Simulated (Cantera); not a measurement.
A closed system holds: 1 mol SiO2, 5.1 mol C, 2.6 mol CO, equilibrated at 1.60 bar.

Method: chemical equilibrium by Gibbs-energy minimisation in Cantera with the NASA 1993 tables (ideal gas, pure condensed phases). Candidate condensed phases: C, Si, SiC, SiO2; 20 gas species. The tables hold silica as quartz up to 1696 K and as liquid above; real silica turns to tridymite and cristobalite and melts near 1996 K. Kinetics and transport are ignored.

x: gas mole fraction; n: condensed amount in mol.

```tsv
T (°C)	x CO	x CO2	x SiO	n C(graphite)	n SiO2(β-quartz)	n SiO2(condensed)
1150	0.998	0.00217	2.07e-8	5.11	1.00	0
1175	0.998	0.00170	5.56e-8	5.10	1.00	0
1200	0.999	0.00135	1.44e-7	5.10	1.00	0
1225	0.999	[?]	[?]	5.10	1.000	0
1250	0.999	0.000868	8.84e-7	5.10	1.000	0
1275	0.999	0.000704	2.09e-6	5.10	1.000	0
1300	0.999	0.000574	4.81e-6	5.10	1.000	0
1325	1.000	0.000472	1.08e-5	5.10	1.000	0
1350	1.000	0.000390	2.35e-5	5.10	1.000	0
1375	1.000	[?]	[?]	5.10	1.000	0
1400	1.000	0.000272	0.000104	5.10	1.000	0
1425	1.000	0.000229	0.000212	5.10	0	0.999
```

Problem. Complete the blanks.

Solution. 
- 1375, x CO2: 0.000325
- 1375, x SiO: 5.00e-5
- 1225, x CO2: 0.00108
- 1225, x SiO: 3.63e-7
